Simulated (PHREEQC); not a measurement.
A solution holds 0.012 mol CuSO4, 0.0017 mol HNO3 and 0.11 mol H3BO3 per kg of water, at 20 °C. Closed to the air; pH follows from the charge balance.

All values are PHREEQC results (ion-association model, wateq4f.dat), not measurements.

```json
{
 "pH": "2.97",
 "ionic_strength": "0.0345 mol/kgw",
 "total_alkalinity": "-1.70 meq/kg"
}
```

```tsv
species	molality	activity	log γ
H3BO3	0.110	0.111	0.003
Cu+2	0.00842	0.00447	-0.275
SO4-2	0.00797	0.00409	-0.289
CuSO4	0.00358	0.00361	0.003
NO3-	0.00170	0.00142	-0.079
H+	0.00124	0.00108	-0.061
HSO4-	0.000458	0.000386	-0.074
H2BO3-	6.49e-8	5.38e-8	-0.082
CuOH+	4.91e-8	4.13e-8	-0.076
```

Precipitation was switched off in this run.
